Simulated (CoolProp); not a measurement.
Vapour-liquid equilibrium of CH2F2 (R32) (1) + R236EA (2) at 261 K; x and y are mole fractions of (1).

The numbers come from the multi-fluid Helmholtz-energy mixture model, Tillner-Roth 1997 and Rui 2013; pair parameters Bell 2016 in CoolProp.

```
x     bubble pressure, mixture model (MPa)  bubble pressure, Raoult's law (MPa)  y, mixture model  y, Raoult's law
----  ------------------------------------  -----------------------------------  ----------------  ---------------
0.05                               0.06576                              0.06981             0.341            0.387
0.2                                 0.1316                               0.1441             0.713            0.750
0.35                                0.2016                               0.2184             0.843            0.866
0.5                                 0.2747                               0.2927             0.909            0.923
0.65                                0.3508                               0.3670             0.948            0.957
0.8                                 0.4301                               0.4413             0.975            0.980
0.95                                0.5125                               0.5156             0.995            0.996
```

The largest gap from Raoult's law is -8.7 % in bubble pressure, at x = 0.2. No azeotrope shows between x = 0.05 and 0.95.

Pair parameters are fitted to limited data, so mixtures are less certain than the pure fluids.
